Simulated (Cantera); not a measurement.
Input (Python, Cantera):

```python
import numpy as np
import cantera as ct

gas = ct.Solution("gri30.yaml")
gas.TPX = 1925, 680000, {'CH4': 1, 'H2O': 0.48, 'H2': 0.12}
inlet = ct.Reservoir(gas, clone=True)

reactor = ct.IdealGasConstPressureReactor(gas, energy="off", clone=False)
exhaust = ct.Reservoir(gas, clone=True)
tau = [3.3, 1, 0.31, 0.095, 0.029, 0.009, 0.0027, 0.00084, 0.00026][0]
for a, b in ((inlet, reactor), (reactor, exhaust)):
    ct.MassFlowController(a, b, mdot=lambda t: reactor.mass / tau)
net = ct.ReactorNet([reactor])
show = ['CH4', 'H2O', 'H2', 'C2H6', 'C2H', 'CH3', 'CH2CO']

rows = []
print(f"{'tau/s':>10s}{'T/K':>9s}" + "".join(f"{s:>11s}" for s in show))
for tau in [3.3, 1, 0.31, 0.095, 0.029, 0.009, 0.0027, 0.00084, 0.00026]:
    net.initial_time = 0.0
    net.advance(30 * tau)
    before = gas.X
    net.advance(40 * tau)
    drift = np.max(np.abs(gas.X - before) / (gas.X + 1e-9))
    rows.append([gas.T, *gas[show].X, drift])
    print(f"{tau:10.3e}{gas.T:9.1f}" + "".join(f"{x:11.3e}" for x in gas[show].X))
```

Result:

```
     tau/s      T/K        CH4        H2O         H2       C2H6        C2H        CH3      CH2CO
 3.300e+00   1925.0  2.794e-02  1.576e-03  7.366e-01  1.298e-05  4.333e-07  2.390e-04  1.891e-06
 1.000e+00   1925.0  2.870e-02  4.959e-03  7.336e-01  1.354e-05  4.444e-07  2.459e-04  2.533e-06
 3.100e-01   1925.0  3.083e-02  1.420e-02  7.252e-01  1.517e-05  4.748e-07  2.654e-04  4.420e-06
 9.500e-02   1925.0  3.614e-02  3.545e-02  7.056e-01  1.968e-05  5.443e-07  3.144e-04  9.472e-06
 2.900e-02   1925.0  4.737e-02  7.259e-02  6.698e-01  3.139e-05  6.625e-07  4.194e-04  2.049e-05
 9.000e-03   1925.0  6.839e-02  1.200e-01  6.189e-01  6.207e-05  7.975e-07  6.182e-04  3.776e-05
 2.700e-03   1925.0  1.078e-01  1.669e-01  5.544e-01  1.524e-04  8.797e-07  9.915e-04  5.563e-05
 8.400e-04   1925.0  1.728e-01  2.022e-01  4.792e-01  3.996e-04  8.401e-07  1.607e-03  6.355e-05
 2.600e-04   1925.0  2.694e-01  2.311e-01  3.847e-01  1.020e-03  6.755e-07  2.542e-03  5.797e-05
```

Detailed kinetics in Cantera: GRI-Mech 3.0 (53 species, 325 reactions). GRI-Mech 3.0 stops at C3 and has no aromatics, soot or wall deposition, so with more carbon than oxygen in the feed, carbon stays in small species such as C2H2 where larger ones or solid carbon would form.
